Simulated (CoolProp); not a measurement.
n-undecane along the isobar 822 kPa: density (kg/m³) from the reference equation and from simpler models built on Tc = 638.8 K, pc = 1990 kPa, ω = 0.539; each cubic takes its own stable root.

Model: reference Helmholtz-energy equation of state, Aleksandrov 2011, in CoolProp. It is a short technical equation, of lower accuracy than the large ones.

```tsv
T (K)	phase	reference
285	liquid	747.0
309.4	liquid	728.5
333.9	liquid	710.0
358.4	liquid	691.3
382.8	liquid	672.5
407.3	liquid	653.2
431.7	liquid	633.3
456.2	liquid	612.5
480.7	liquid	590.4
505.1	liquid	566.8
```

**Question.** How far does each simpler model (van der Waals, Soave-Redlich-Kwong, Peng-Robinson) lie from the reference over these 10 states: mean and median of the absolute difference, and the worst?

**Answer.** 
- van der Waals: mean 46.0 %, median 45.9 %, worst -46.9 % at 285 K and 822 kPa
- Soave-Redlich-Kwong: mean 15.8 %, median 15.4 %, worst -17.9 % at 285 K and 822 kPa
- Peng-Robinson: mean 5.1 %, median 4.5 %, worst -8.0 % at 285 K and 822 kPa
